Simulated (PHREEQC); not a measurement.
Consider water at 30 °C with 0.0097 mol/kgw K2CO3, 1.4e-05 mol/kgw (NH4)2SiF6 and 0.00048 mol/kgw H3BO3. Closed to the air; pH follows from the charge balance.

Equilibrium calculation in PHREEQC: ion-association model, wateq4f.dat.

Precipitation was switched off in this run.

Problem. Predict the pH, ionic strength.

Solution. pH 10.79; ionic strength 0.0275 mol/kgw.

Problem. In which forms is N present?

Solution. NH3 98 %, NH4+ 2.3 % of the N.

SiF6-2 is the database's only silicon fluoride. Real BF4- forms and hydrolyses slowly; the run takes it at equilibrium.
